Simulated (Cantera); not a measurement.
A closed system holds: 1 mol (CH3)2SiCl2, 0.6 mol C3H8, 250 mol H2, at 540 Torr.

Cantera equilibrium calculation (NASA polynomials, part measured and part estimated; ideal gas, pure solids and liquids). Candidate condensed phases: C, C6H6, C7H8, C8H18, Si, SiC; 109 gas species. The feed counts by its element totals alone. The tables' values for SiCl are old estimates; treat these amounts as uncertain. Gases not in the tables: Si2H6 and higher silanes. The numbers say what is thermodynamically allowed, not how fast it happens.

x: gas mole fraction; n: condensed amount in mol.

| T (K) | x H2 | x H | x HCl | x C2H2 (acetylene) | n C(graphite) | n SiC(s) |
|---|---|---|---|---|---|---|
| 1298 | 0.987 | 1.25e-6 | 0.00784 | (withheld) | 1.38 | 1.000 |
| 1398 | 0.989 | 5.55e-6 | 0.00782 | (withheld) | 2.01 | 1.000 |
| 1498 | 0.990 | 2.02e-5 | 0.00781 | (withheld) | 2.33 | 1.000 |
| 1598 | 0.991 | 6.24e-5 | 0.00780 | (withheld) | 2.49 | 0.999 |
| 1698 | 0.991 | 0.000170 | 0.00780 | (withheld) | 2.56 | 0.999 |
| 1798 | 0.991 | 0.000413 | 0.00779 | (withheld) | 2.57 | 0.999 |
| 1898 | 0.991 | 0.000917 | 0.00778 | (withheld) | 2.51 | 0.998 |
| 1998 | 0.989 | 0.00188 | 0.00777 | (withheld) | 2.34 | 0.995 |
| 2098 | 0.987 | 0.00360 | 0.00775 | (withheld) | 2.02 | 0.988 |
| 2198 | 0.983 | 0.00651 | 0.00771 | (withheld) | 1.49 | 0.966 |
| 2298 | 0.976 | 0.0112 | 0.00765 | (withheld) | 0.669 | 0.901 |
| 2398 | 0.967 | 0.0183 | 0.00756 | (withheld) | 0 | 0.698 |
| 2498 | 0.954 | 0.0287 | 0.00740 | 0.00659 | 0 | 0.0548 |
| 2598 | 0.939 | 0.0435 | 0.00729 | 0.00666 | 0 | 0 |

### Question
Complete the blanks.

### Answer

- 1298, x C2H2 (acetylene): 5.51e-7
- 1398, x C2H2 (acetylene): 2.42e-6
- 1498, x C2H2 (acetylene): 8.73e-6
- 1598, x C2H2 (acetylene): 2.67e-5
- 1698, x C2H2 (acetylene): 7.14e-5
- 1798, x C2H2 (acetylene): 0.000171
- 1898, x C2H2 (acetylene): 0.000373
- 1998, x C2H2 (acetylene): 0.000750
- 2098, x C2H2 (acetylene): 0.00141
- 2198, x C2H2 (acetylene): 0.00249
- 2298, x C2H2 (acetylene): 0.00418
- 2398, x C2H2 (acetylene): 0.00574
